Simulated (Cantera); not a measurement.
A closed system holds: 1 mol SiCl4, 0.32 mol H2, equilibrated at 3.50 bar.

Cantera equilibrium calculation (NASA polynomials, part measured and part estimated; ideal gas, pure solids and liquids). Candidate condensed phases: Si; 19 gas species. The tables' values for SiCl3 are old estimates; treat these amounts as uncertain. Kinetics and transport are ignored.

x: gas mole fraction; nothing condenses.

```json
[
 {"T (K)": "750", "x SiCl4": "0.749", "x H2": "0.234", "x HCl": "0.00890", "x SiHCl3": "0.00889", "x SiCl3": "2.32e-6"},
 {"T (K)": "800", "x SiCl4": "0.745", "x H2": "0.230", "x HCl": "0.0125", "x SiHCl3": "0.0124", "x SiCl3": "9.59e-6"},
 {"T (K)": "850", "x SiCl4": "0.741", "x H2": "0.226", "x HCl": "0.0167", "x SiHCl3": "0.0166", "x SiCl3": "3.34e-5"},
 {"T (K)": "900", "x SiCl4": "0.736", "x H2": "0.221", "x HCl": "0.0216", "x SiHCl3": "0.0214", "x SiCl3": "0.000101"},
 {"T (K)": "950", "x SiCl4": "0.730", "x H2": "0.215", "x HCl": "[?]", "x SiHCl3": "[?]", "x SiCl3": "0.000271"},
 {"T (K)": "1000", "x SiCl4": "0.724", "x H2": "0.209", "x HCl": "[?]", "x SiHCl3": "[?]", "x SiCl3": "0.000654"},
 {"T (K)": "1050", "x SiCl4": "0.717", "x H2": "0.203", "x HCl": "0.0399", "x SiHCl3": "0.0379", "x SiCl3": "0.00144"},
 {"T (K)": "1100", "x SiCl4": "0.710", "x H2": "0.196", "x HCl": "0.0473", "x SiHCl3": "0.0434", "x SiCl3": "0.00293"}
]
```

Problem. Some entries are withheld; supply them.

Solution. 
- 1000, x HCl: 0.0332
- 1000, x SiHCl3: 0.0322
- 950, x HCl: 0.0271
- 950, x SiHCl3: 0.0266
